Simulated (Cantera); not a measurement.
Input: 1 mol SiH4, 0.12 mol H2O, 2.1 mol N2, 4.6 mol NO, at 48000 Pa.

Method: chemical equilibrium by Gibbs-energy minimisation in Cantera with the NASA 1993 tables (ideal gas, pure condensed phases). Candidate condensed phases: H2O, Si, SiO2, Si2N2O, Si3N4; 35 gas species. The numbers say what is thermodynamically allowed, not how fast it happens.

Task: Which condensed phases are stable at each of these points (T (°C)): 400, 450, 500, 550, 600, 650, 700, 750?

Result: 
```csv
T (°C),condensed phases,Si condensed (%)
400,SiO2(α-quartz),100.0
450,SiO2(α-quartz),100.0
500,SiO2(α-quartz),100.0
550,SiO2(α-quartz),100.0
600,SiO2(β-quartz),100.0
650,SiO2(β-quartz),100.0
700,SiO2(β-quartz),100.0
750,SiO2(β-quartz),100.0
```

From 400 °C to 550 °C the condensed part is SiO2(α-quartz). From 600 °C to 750 °C the condensed part is SiO2(β-quartz).
